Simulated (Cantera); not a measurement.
A closed system holds: 1 mol PbO, 0.23 mol H2, equilibrated at 0.170 bar.

These are equilibrium values from Cantera (NASA tables, ideal gas, pure condensed phases), not measurements of a reactor. Candidate condensed phases: H2O, Pb, PbO, PbO2, Pb3O4; 12 gas species. Each liquid is taken as pure. Mutual solubility and eutectic melting of coexisting phases are not modelled. Gases not in the tables: (PbO)n polymers. Equilibrium is a limit: real reactors are often held back by kinetics, nucleation or transport.

Task: Which condensed phases are stable at each of these points (T (K)): 573, 648, 723, 798, 873, 948, 1023, 1098, 1173, 1248, 1323, 1398?

Result: 
| T (K) | condensed phases | Pb condensed (%) |
|---|---|---|
| 573 | Pb(s) + PbO(red) | 100.0 |
| 648 | Pb(l) + PbO(red) | 100.0 |
| 723 | Pb(l) + PbO(red) | 100.0 |
| 798 | Pb(l) + PbO(yellow) | 100.0 |
| 873 | Pb(l) + PbO(yellow) | 100.0 |
| 948 | Pb(l) + PbO(yellow) | 100.0 |
| 1023 | Pb(l) + PbO(yellow) | 100.0 |
| 1098 | Pb(l) + PbO(yellow) | 100.0 |
| 1173 | Pb(l) + PbO(l) | 99.9 |
| 1248 | Pb(l) + PbO(l) | 99.8 |
| 1323 | Pb(l) + PbO(l) | 99.4 |
| 1398 | Pb(l) + PbO(l) | 98.5 |

At 573 K the condensed part is Pb(s) + PbO(red). From 648 K to 723 K the condensed part is Pb(l) + PbO(red). From 798 K to 1098 K the condensed part is Pb(l) + PbO(yellow). From 1173 K to 1398 K the condensed part is Pb(l) + PbO(l).
